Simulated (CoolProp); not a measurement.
Vapour-liquid equilibrium of R1234yf (1) + R134a (2) at 278.9 K; x and y are mole fractions of (1).

Model: multi-fluid Helmholtz-energy mixture model, Lemmon 2022 and Tillner-Roth 1994; pair parameters Bell 2022, in CoolProp.

```tsv
x	bubble pressure, mixture model (MPa)	bubble pressure, Raoult's law (MPa)	y, mixture model	y, Raoult's law
0.05	0.3646	0.3600	0.063	0.053
0.125	0.3720	0.3618	0.150	0.132
0.2	0.3782	0.3635	0.230	0.210
0.275	0.3832	0.3653	0.305	0.288
0.35	0.3872	0.3670	0.376	0.364
0.425	0.3902	0.3688	0.446	0.440
0.5	0.3923	0.3705	0.513	0.516
0.575	0.3934	0.3723	0.581	0.590
0.65	0.3937	0.3740	0.649	0.664
0.725	0.3930	0.3758	0.718	0.737
0.8	0.3915	0.3775	0.790	0.810
0.875	0.3889	0.3793	0.864	0.882
0.95	0.3853	0.3810	0.944	0.953
```

The largest gap from Raoult's law is +5.9 % in bubble pressure, at x = 0.5. y crosses x between x = 0.575 and 0.65: the model has an azeotrope there.

Pair parameters are fitted to limited data, so mixtures are less certain than the pure fluids.
